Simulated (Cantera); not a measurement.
A Cantera script and what it prints.

```python
import numpy as np
import cantera as ct

gas_names = """
    Cr CrN N N2
""".split()
cond_names = """
    Cr(cr) Cr(L) CrN(s) Cr2N(s)
""".split()


# ... load() reads the species with a 1 bar reference pressure and builds the phases ...
atoms = {
    'Cr': {'Cr': 1},
    'N2': {'N': 2},
}
top_T = {'CrN(s)': 1900, 'Cr2N(s)': 1900}  # K; cautious upper limits of use, not melting points


# ... equilibrate(T, P, feed) seeds the gas with the atoms and calls Mixture.equilibrate('TP', solver="vcs", rtol=1e-11, max_steps=5000) ...
results = []
feed = {'Cr': 1, 'N2': 16}  # mol
P = 100000  # Pa
for T in [1323, 1373, 1423, 1473, 1523, 1573, 1623, 1673, 1723]:
    mix = equilibrate(T, P, feed)
    results.append((T, P, feed, dict(zip(mix.species_names, mix.species_moles))))

top = {s: max(r[3][s] / sum(r[3][g] for g in gas_names) for r in results) for s in gas_names}
cols = sorted((s for s in top if top[s] > 1e-06), key=lambda s: -top[s])[:6]
seen = [c for c in cond_names if any(r[3].get(c, 0) > 1e-12 for r in results)]
print("log10 of partial pressures in bar; condensed amounts in mol")
print(f"{'T/K':>10s}" + "".join(f"{s[:9]:>10s}" for s in cols + seen))
for T, P, feed, n in results:
    ng = sum(n[g] for g in gas_names)
    print(f"{T:10.4g}" + "".join(f"{np.log10(max(n[s] / ng * P / 1e5, 1e-99)):10.3f}" for s in cols)
          + "".join(f"{n.get(c, 0):10.4g}" for c in seen))
```

It prints:

```
log10 of partial pressures in bar; condensed amounts in mol
       T/K        N2        Cr    CrN(s)   Cr2N(s)
      1323    -0.000    -8.703         1         0
      1373    -0.000    -8.005         0       0.5
      1423    -0.000    -7.411         0       0.5
      1473    -0.000    -6.858         0       0.5
      1523    -0.000    -6.343         0       0.5
      1573    -0.000    -5.861         0       0.5
      1623    -0.000    -5.411         0       0.5
      1673    -0.000    -4.988         0    0.4999
      1723    -0.000    -4.591         0    0.4998
```

Method: chemical equilibrium by Gibbs-energy minimisation in Cantera with the NASA 1993 tables (ideal gas, pure condensed phases).
